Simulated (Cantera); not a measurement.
Feed: 1 mol PbO, 2.9 mol H2, at 1098.15 K.

Method: chemical equilibrium by Gibbs-energy minimisation in Cantera with the NASA 1993 tables (ideal gas, pure condensed phases). Candidate condensed phases: H2O, Pb, PbO, PbO2, Pb3O4; 12 gas species. Rates play no part.

Task: At 2.70 mbar, list the 3 most abundant gas species with their mole fractions, and the condensed phases.

Result: H2 0.627, H2O 0.330, Pb 0.0434. Condensed: Pb(l).
